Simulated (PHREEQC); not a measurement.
0.99 g of hydrous ferric oxide (600 m²/g; 0.2 weak and 0.005 strong sites per Fe, Dzombak-Morel constants, diffuse double layer) in 1 kg of water with 0.001 mol/kgw of an inert sodium salt, at 25 °C; the pH is set by adding NaOH or the inert anion's acid. Oxygen alone is held at its pressure in air (log pO2 = -0.68). CO2 from the air is kept out. No solid was allowed to form.

Model: ion-association model, wateq4f.dat, run in PHREEQC.

```json
[
 {"pH": "3", "surface charge σ (C/m²)": "0.268", "surface potential ψ (mV)": "228"},
 {"pH": "3.67", "surface charge σ (C/m²)": "0.167", "surface potential ψ (mV)": "217"},
 {"pH": "4.33", "surface charge σ (C/m²)": "0.097", "surface potential ψ (mV)": "196"},
 {"pH": "5", "surface charge σ (C/m²)": "0.053", "surface potential ψ (mV)": "168"},
 {"pH": "5.67", "surface charge σ (C/m²)": "0.027", "surface potential ψ (mV)": "136"},
 {"pH": "6.33", "surface charge σ (C/m²)": "0.013", "surface potential ψ (mV)": "101"},
 {"pH": "7", "surface charge σ (C/m²)": "0.006", "surface potential ψ (mV)": "64"},
 {"pH": "7.67", "surface charge σ (C/m²)": "0.002", "surface potential ψ (mV)": "25"},
 {"pH": "8.33", "surface charge σ (C/m²)": "-0.001", "surface potential ψ (mV)": "-13"},
 {"pH": "9", "surface charge σ (C/m²)": "-0.004", "surface potential ψ (mV)": "-51"},
 {"pH": "9.67", "surface charge σ (C/m²)": "-0.011", "surface potential ψ (mV)": "-89"},
 {"pH": "10.33", "surface charge σ (C/m²)": "-0.024", "surface potential ψ (mV)": "-124"},
 {"pH": "11", "surface charge σ (C/m²)": "-0.056", "surface potential ψ (mV)": "-155"}
]
```

Species that the database lacks are ignored. The oxide is taken as insoluble; below pH 4 it would dissolve.
